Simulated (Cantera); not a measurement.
Cantera run:

```python
import numpy as np
import cantera as ct

gas_names = """
    AL ALI ALI3 ALO ALO2 AL2 AL2I6 AL2O AL2O2 I I2 O O2 O3
""".split()
cond_names = """
    AL(cr) AL(L) ALI3(s) ALI3(L) AL2O3(a) AL2O3(L) I2(cr) I2(L)
""".split()


# ... load() reads the species with a 1 bar reference pressure and builds the phases ...
atoms = {
    'Al2O3': {'AL': 2, 'O': 3},
    'I2': {'I': 2},
    'O2': {'O': 2},
}
top_T = {}  # K; cautious upper limits of use, not melting points


# ... equilibrate(T, P, feed) seeds the gas with the atoms and calls Mixture.equilibrate('TP', solver="vcs", rtol=1e-11, max_steps=5000) ...
results = []
feed = {'Al2O3': 1, 'I2': 0.11, 'O2': 0.15}  # mol
T = 1373  # K
P = 101325  # Pa
mix = equilibrate(T, P, feed)
results.append((T, P, feed, dict(zip(mix.species_names, mix.species_moles))))
x = sorted(zip(gas.X, gas.species_names), reverse=True)
print(f"T = {T:g} K  P = {P:g} Pa  gas = {mix.phase_moles(0):.4g} mol")
print("   x: " + "  ".join(f"{s} {v:.3e}" for v, s in x if v > 0.001))
print("   condensed (mol): " + ("  ".join(f"{mix.phase(i).name} {mix.phase_moles(i):.4g}"
      for i in range(1, mix.n_phases) if mix.phase_moles(i) > 1e-12) or "none"))
```

Output:

```
T = 1373 K  P = 101325 Pa  gas = 0.3076 mol
   x: O2 4.876e-01  I 3.095e-01  I2 2.028e-01
   condensed (mol): AL2O3(a) 1
```

Cantera equilibrium calculation (NASA polynomials, part measured and part estimated; ideal gas, pure solids and liquids).
